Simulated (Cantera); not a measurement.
A perfectly stirred reactor is fed with 3.16 % CH₄, 14.7 % O₂, 82.1 % N₂, at 1.00 bar; it is adiabatic with a 625 K inlet, and is followed from long to short residence time, starting on the burning branch (τ in s: 0.024, 0.012, 0.0061, 0.0031, 0.0015, 0.00076, 0.00038, 0.00019, 9.5e-05).

Detailed kinetics in Cantera: GRI-Mech 3.0 (53 species, 325 reactions).

Q: Predict: blow-out, bracketed by the residence times tried; x(CH₄) at τ = 24.0 ms; x(O₂) at τ = 24.0 ms; x(H) at τ = 24.0 ms; x(CH₃) at τ = 24.0 ms; x(NO) at τ = 24.0 ms; x(CH₄) at τ = 1.50 ms; x(O₂) at τ = 1.50 ms.

A: 
```json
{
 "blow_out_bracketed_by_the_residence_times_tried": "burning at 6.10 ms, out at 3.10 ms",
 "x(CH₄) at τ = 24.0 ms": "0.000128",
 "x(O₂) at τ = 24.0 ms": "0.0845",
 "x(H) at τ = 24.0 ms": "1.78e-5",
 "x(CH₃) at τ = 24.0 ms": "8.80e-6",
 "x(NO) at τ = 24.0 ms": "3.20e-7",
 "x(CH₄) at τ = 1.50 ms": "0.0316",
 "x(O₂) at τ = 1.50 ms": "0.147"
}
```
